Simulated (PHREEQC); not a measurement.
Make-up at 90 °C: 0.53 mmol/kgw Ag2SO4, 0.11 mmol/kgw HNO3 and 1.4 mmol/kgw Zn(NO3)2. Closed to the air; pH follows from the charge balance.

Model: ion-association model, wateq4f.dat, run in PHREEQC.

```
quantity                       before     after
----------------------------  -------  --------
pH                               4.05      4.08
ionic strength (mol/kgw)      0.00547   0.00608
Zn+2 (mol/kgw)                0.00130   0.00127
ZnSO4 (mol/kgw)               9.40e-5  0.000133
HSO4- (mol/kgw)               1.49e-5   2.07e-5
SI of Zincite(c) (ZnO)          -3.20     -3.16
SI of Goslarite (ZnSO4:7H2O)    -5.05     -4.90
```

### Question
Name the change that produced these shifts.
(A) 0.00089 mol/kgw CO2 added
(B) Ag2SO4 from 0.00053 to 0.000795 mol/kgw
(C) HNO3 from 0.00011 to 5.5e-05 mol/kgw
(D) diluted 100-fold with water
(E) HNO3 replaced by Ba(NO3)2 at the same molality

### Answer
B, Ag2SO4 from 0.00053 to 0.000795 mol/kgw

No solid was allowed to form. At this temperature some constants are extrapolated from 25 °C, and those without enthalpy data are left unchanged.
